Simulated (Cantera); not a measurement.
A closed system holds: 1 mol Si3N4, 0.068 mol Si, a varied amount of H2, at 1825 °C and 100 Torr.

Equilibrium computed with Cantera from the NASA thermochemical tables; the gas is ideal and each condensed phase is pure. Candidate condensed phases: Si, Si3N4; 18 gas species. The tables' values for SiN are old estimates; treat these amounts as uncertain. Gases not in the tables: Si2H6 and higher silanes. Equilibrium is a limit: real reactors are often held back by kinetics, nucleation or transport.

x: gas mole fraction; n: condensed amount in mol.

| n(H2) (mol) | x N2 | x H2 | x H | x Si | x SiH | x SiH2 | n Si(l) |
|---|---|---|---|---|---|---|---|
| 0.048 | 0.975 | 0.0227 | 0.00127 | 0.000981 | (withheld) | 4.11e-6 | 3.07 |
| 0.098 | 0.951 | 0.0457 | 0.00180 | 0.000981 | (withheld) | 8.26e-6 | 3.07 |
| 0.2 | 0.907 | 0.0894 | 0.00252 | 0.000981 | (withheld) | 1.62e-5 | 3.07 |
| 0.41 | 0.827 | 0.168 | 0.00346 | 0.000981 | (withheld) | 3.03e-5 | 3.06 |
| 0.82 | 0.707 | 0.287 | 0.00452 | 0.000981 | (withheld) | 5.19e-5 | 3.06 |
| 1.7 | 0.538 | 0.455 | 0.00569 | 0.000981 | (withheld) | 8.22e-5 | 3.06 |
| 3.4 | 0.369 | 0.623 | 0.00666 | 0.000981 | (withheld) | 0.000113 | 3.06 |

Question: What belongs in the gaps?

Answer: 
- 0.048, x SiH: 2.94e-5
- 0.098, x SiH: 4.17e-5
- 0.2, x SiH: 5.83e-5
- 0.41, x SiH: 7.99e-5
- 0.82, x SiH: 0.000105
- 1.7, x SiH: 0.000132
- 3.4, x SiH: 0.000154
